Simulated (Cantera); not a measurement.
Mixture: 5.39 % CH4, 13.2 % O2, 81.4 % N2, equivalence ratio 0.82, at 13.0 bar, adiabatic and at constant volume. Ignition delay is the time to a rise of 400 K.

Computed with Cantera and GRI-Mech 3.0 (53 species, 325 reactions). The pressure lies above the range GRI-Mech 3.0 was tuned for (to about 10 atm).

Task: Predict: delay at 1273 K; delay at 1348 K; delay at 1423 K; delay at 1498 K; delay at 1573 K; delay at 1648 K; delay at 1723 K; apparent activation energy between 1573 and 1723 K.

Result: 
```json
{
  "delay at 1273 K": "2.10 ms",
  "delay at 1348 K": "0.933 ms",
  "delay at 1423 K": "0.435 ms",
  "delay at 1498 K": "0.211 ms",
  "delay at 1573 K": "0.106 ms",
  "delay at 1648 K": "55.3 µs",
  "delay at 1723 K": "30.2 µs",
  "apparent activation energy between 1573 and 1723 K": "190 kJ/mol"
}
```
